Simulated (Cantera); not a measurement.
Input: 1 mol Zr, 5.4 mol N₂O, 2.9 mol N₂, held at 6.60 Pa.

These are equilibrium values from Cantera (NASA tables, ideal gas, pure condensed phases), not measurements of a reactor. Candidate condensed phases: Zr, ZrN, ZrO₂; 13 gas species. Kinetics and transport are ignored. All values below are at 1702 °C.

Base state: N₂ 0.816, O₂ 0.151, O 0.0264, NO 0.00617 (mole fractions); condensed: ZrO₂(tetragonal).

Problem. What changes in the equilibrium state with this change: N₂O from 5.4 to 0.74 mol?

Solution. 
| species | before | after |
|---|---|---|
| N₂ | 0.816 | 1.000 |
| ZrO | <1e-9 | 2.00e-5 |
| O | 0.0264 | 4.20e-8 |
| O₂ | 0.151 | <1e-9 |
| NO | 0.00617 | 1.09e-8 |
| ZrO₂(tetragonal), mol | 1.000 | 0.370 |
| ZrN(s), mol | 0 | 0.630 |
Mutual solubility and eutectic melting of coexisting phases are not modelled. ZrN: taken at fixed stoichiometry. Condensed phases not in the tables: solid solutions among these carbides, nitrides and lower oxides.
